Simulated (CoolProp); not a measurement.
Vapour-liquid equilibrium of diethyl ether (1) + methanol (2) at 399 K; x and y are mole fractions of (1).

Model: multi-fluid Helmholtz-energy mixture model, Thol 2014 and de Reuck 1993; pair parameters Bell 2016, in CoolProp.

```json
[
 {"x": "0.05", "bubble pressure (MPa)": "0.8291", "y at the bubble point": "0.122", "dew pressure at overall composition x (MPa)": "0.7828", "liquid density (mol/L)": "19.78"},
 {"x": "0.125", "bubble pressure (MPa)": "0.9240", "y at the bubble point": "0.253", "dew pressure at overall composition x (MPa)": "___", "liquid density (mol/L)": "___"},
 {"x": "0.2", "bubble pressure (MPa)": "0.9991", "y at the bubble point": "0.347", "dew pressure at overall composition x (MPa)": "0.8841", "liquid density (mol/L)": "16.27"},
 {"x": "0.275", "bubble pressure (MPa)": "1.058", "y at the bubble point": "0.419", "dew pressure at overall composition x (MPa)": "0.9413", "liquid density (mol/L)": "14.86"},
 {"x": "0.35", "bubble pressure (MPa)": "1.104", "y at the bubble point": "0.478", "dew pressure at overall composition x (MPa)": "1.002", "liquid density (mol/L)": "13.64"},
 {"x": "0.425", "bubble pressure (MPa)": "___", "y at the bubble point": "0.529", "dew pressure at overall composition x (MPa)": "1.063", "liquid density (mol/L)": "12.57"},
 {"x": "0.5", "bubble pressure (MPa)": "1.167", "y at the bubble point": "0.578", "dew pressure at overall composition x (MPa)": "1.120", "liquid density (mol/L)": "11.62"},
 {"x": "0.575", "bubble pressure (MPa)": "1.187", "y at the bubble point": "0.625", "dew pressure at overall composition x (MPa)": "1.166", "liquid density (mol/L)": "10.80"},
 {"x": "0.65", "bubble pressure (MPa)": "1.200", "y at the bubble point": "0.674", "dew pressure at overall composition x (MPa)": "1.194", "liquid density (mol/L)": "10.07"},
 {"x": "0.725", "bubble pressure (MPa)": "1.205", "y at the bubble point": "0.727", "dew pressure at overall composition x (MPa)": "1.205", "liquid density (mol/L)": "9.423"},
 {"x": "0.8", "bubble pressure (MPa)": "___", "y at the bubble point": "0.787", "dew pressure at overall composition x (MPa)": "1.200", "liquid density (mol/L)": "8.855"},
 {"x": "0.875", "bubble pressure (MPa)": "1.187", "y at the bubble point": "0.855", "dew pressure at overall composition x (MPa)": "1.182", "liquid density (mol/L)": "8.353"},
 {"x": "0.95", "bubble pressure (MPa)": "1.161", "y at the bubble point": "0.936", "dew pressure at overall composition x (MPa)": "1.155", "liquid density (mol/L)": "7.910"}
]
```

### Question
Complete the blanks.

### Answer

- 0.125, dew pressure at overall composition x (MPa): 0.8312
- 0.125, liquid density (mol/L): 17.89
- 0.425, bubble pressure (MPa): 1.140
- 0.8, bubble pressure (MPa): 1.201

y crosses x between x = 0.725 and 0.8: the model has an azeotrope there.

Pair parameters are fitted to limited data, so mixtures are less certain than the pure fluids.
